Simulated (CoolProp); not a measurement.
CH2F2 (R32) along the isobar 0.101 MPa: Z from the reference equation and from simpler models built on Tc = 351.3 K, pc = 5.783 MPa, ω = 0.277; each cubic takes its own stable root.

Values from CoolProp's reference Helmholtz-energy equation of state, Tillner-Roth 1997.

```csv
T (K),phase,reference,Redlich-Kwong,Soave-Redlich-Kwong,Peng-Robinson
157.3,liquid,0.002915,0.003886,0.003816,0.003398
183.4,liquid,0.002624,0.003485,0.003398,0.003019
209.5,liquid,0.002422,0.9748,0.003114,0.002760
235.6,gas,0.9685,0.9817,0.9794,0.9785
261.7,gas,0.9796,0.9863,0.9849,0.9840
287.8,gas,0.9859,0.9895,0.9886,0.9878
313.9,gas,0.9898,0.9918,0.9913,0.9906
340,gas,0.9923,0.9934,0.9933,0.9926
```

At some of these states Redlich-Kwong gives the other phase, because its saturation line lies elsewhere.
